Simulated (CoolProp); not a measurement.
Properties of n-undecane along the isobar 592 kPa (Tc = 365.7 °C, pc = 1990 kPa, ω = 0.539).

Values from CoolProp's reference Helmholtz-energy equation of state, Aleksandrov 2011. It is a short technical equation, of lower accuracy than the large ones.

```csv
T (°C),phase,cp (kJ/(kg K)),expansivity (1/kK)
-10.75,liquid,2.111,1.017
9.35,liquid,2.166,1.023
29.45,liquid,…,…
49.65,liquid,2.298,1.055
69.75,liquid,2.371,1.082
89.85,liquid,2.448,1.118
110.05,liquid,2.527,…
130.15,liquid,2.608,1.217
150.25,liquid,2.690,…
170.45,liquid,2.773,…
190.55,liquid,…,…
210.65,liquid,2.943,…
230.85,liquid,3.032,1.792
250.95,liquid,3.126,2.041
```

Task: Some entries are withheld; supply them.

Result: 
- 29.45, cp (kJ/(kg K)): 2.229
- 29.45, expansivity (1/kK): 1.035
- 110.05, expansivity (1/kK): 1.162
- 150.25, expansivity (1/kK): 1.285
- 170.45, expansivity (1/kK): 1.370
- 190.55, cp (kJ/(kg K)): 2.857
- 190.55, expansivity (1/kK): 1.476
- 210.65, expansivity (1/kK): 1.611
